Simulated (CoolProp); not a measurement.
Saturated liquid density (kg/m³) of n-nonane: the reference equation beside estimates from Tc = 321.4 °C, pc = 2282 kPa, ω = 0.443. Rackett uses Z = 0.29056 − 0.08775 ω.

The numbers come from the reference Helmholtz-energy equation of state, Lemmon 2006 in CoolProp. It is a short technical equation, of lower accuracy than the large ones.

| T (°C) | reference | Rackett | van der Waals | Redlich-Kwong | Soave-Redlich-Kwong |
|---|---|---|---|---|---|
| 153.95 | 606.0 | 614.8 | 332.4 | 480.1 | 515.9 |
| 161.95 | 598.5 | [?] | 328.3 | 472.7 | 508.9 |
| 169.95 | [?] | 598.3 | 324.0 | 465.0 | [?] |
| 177.95 | [?] | 589.8 | 319.6 | 457.1 | 493.8 |
| 185.95 | 574.9 | 581.0 | [?] | 449.0 | 485.8 |
| 193.95 | 566.6 | 572.0 | 310.3 | 440.5 | 477.3 |
| 201.95 | 558.1 | 562.8 | 305.5 | 431.8 | 468.5 |
| 209.95 | 549.3 | 553.2 | 300.4 | 422.7 | 459.2 |
| 217.95 | 540.1 | 543.4 | 295.2 | 413.3 | 449.5 |
| 225.85 | 530.7 | 533.3 | [?] | 403.6 | 439.3 |
| 233.85 | 520.8 | 522.6 | 284.1 | 393.3 | 428.4 |

Question: Some entries are withheld; supply them.

Answer: 
- 161.95, Rackett: 606.6
- 169.95, reference: 590.8
- 169.95, Soave-Redlich-Kwong: 501.5
- 177.95, reference: 583.0
- 185.95, van der Waals: 315.0
- 225.85, van der Waals: 289.8

Absolute difference from the reference over all 11 rows, mean and median: Rackett 0.9 and 1.0 %, van der Waals 45.3 and 45.2 %, Redlich-Kwong 22.4 and 22.3 %, Soave-Redlich-Kwong 16.0 and 15.8 %.
